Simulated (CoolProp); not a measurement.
A simple Rankine cycle with R123: condensing at 289.15 K, boiler at 2.35 MPa, turbine inlet 444.8 K, turbine efficiency 0.8, pump efficiency 0.6, no recuperator. Each further row changes one setting.

Model: reference Helmholtz-energy equation of state, Younglove 1994, in CoolProp. It is a modified Benedict-Webb-Rubin equation, recast in Helmholtz form.

| case | thermal efficiency (%) | net work (kJ/kg) | heat in (kJ/kg) | turbine exit temperature (K) | volume ratio over the turbine |
|---|---|---|---|---|---|
| as stated | 19.0 | 49.8 | 262 | 342.4 | ? |
| turbine inlet 464.8 K | 19.1 | 54.3 | 284 | ? | 37.5 |
| condensing temperature 281.15 K | 20.1 | 54.3 | ? | 335.7 | 54.9 |
| boiler pressure 1.65 MPa | 17.9 | 48.9 | 274 | 359.2 | 25.4 |
| turbine efficiency 0.7 | ? | ? | 262 | ? | 41.2 |

Some entries are withheld; supply them.


- as stated, volume ratio over the turbine: 40.1
- turbine inlet 464.8 K, turbine exit temperature (K): 365.1
- condensing temperature 281.15 K, heat in (kJ/kg): 270
- turbine efficiency 0.7, thermal efficiency (%): 16.5
- turbine efficiency 0.7, net work (kJ/kg): 43.3
- turbine efficiency 0.7, turbine exit temperature (K): 351.2
